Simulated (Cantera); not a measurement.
A perfectly stirred reactor is fed with CO : O2 : H2O : N2 = 0.0051 : 0.0067 : 0.034 : 1 (molar parts), equivalence ratio 0.38, at 10.0 bar; it is held at 998 K, and followed from long to short residence time.

Cantera simulation using GRI-Mech 3.0 (53 species, 325 reactions); the numbers are that mechanism's predictions, not measurements.

| quantity | before | after |
|---|---|---|
| x(CO) at τ = 11.0 s | 0.00117 | 6.50e-6 |
| x(O2) at τ = 11.0 s | 0.00456 | 0.00398 |
| x(H2O) at τ = 11.0 s | 0.0326 | 0.0326 |
| x(H2) at τ = 11.0 s | 5.21e-6 | 3.98e-7 |
| x(H) at τ = 11.0 s | 5.42e-10 | 2.27e-9 |
| x(CO) at τ = 22.0 ms | 0.00486 | 0.000943 |
| x(O2) at τ = 22.0 ms | 0.00640 | 0.00446 |
| x(H2O) at τ = 22.0 ms | 0.0325 | 0.0325 |
| x(H2) at τ = 22.0 ms | 2.03e-7 | 3.79e-5 |
| x(H) at τ = 22.0 ms | 7.34e-10 | 5.61e-7 |

Question: Which change was made?
A. temperature 998 to 1500 K
B. temperature 998 to 875 K
C. temperature 998 to 1300 K
D. pressure from 10.0 bar to 1.01 bar

Answer: C, temperature 998 to 1300 K
